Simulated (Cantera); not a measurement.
Diamond growth

A diamond (100) surface in a fixed gas of H2 with x(CH4) = 0.017, x(H) = 0.014, x(CH3) = 7e-05, at 1200 K; coverages are run to steady state.

Model: the Harris–Goodwin 1993 mechanism for the reconstructed diamond (100) surface, integrated in Cantera.

| P (Pa) | growth (µm/h) | θ c6HH | θ c6H* | θ c6*H | θ c6** | θ c6HM |
|---|---|---|---|---|---|---|
| 1300 | 0.268 | 0.439 | 0.0385 | 0.492 | 0.0306 | 0.000280 |
| 1700 | 0.410 | 0.439 | 0.0385 | 0.492 | 0.0306 | 0.000343 |
| 2400 | 0.701 | 0.439 | 0.0385 | 0.492 | 0.0306 | 0.000436 |
| 3300 | 1.14 | 0.438 | 0.0385 | 0.492 | 0.0306 | 0.000533 |
| 4500 | 1.80 | 0.438 | 0.0385 | 0.491 | 0.0306 | 0.000632 |
| 6100 | 2.76 | 0.438 | 0.0386 | 0.491 | 0.0306 | 0.000729 |
| 8400 | 4.25 | 0.438 | 0.0386 | 0.491 | 0.0306 | 0.000828 |
| 11000 | 6.04 | 0.438 | 0.0387 | 0.491 | 0.0306 | 0.000905 |
θ: site fractions in the mechanism's names (c6HH fully hydrogenated, c6H* and c6*H radical sites, c6** diradical, c6HM methylated).
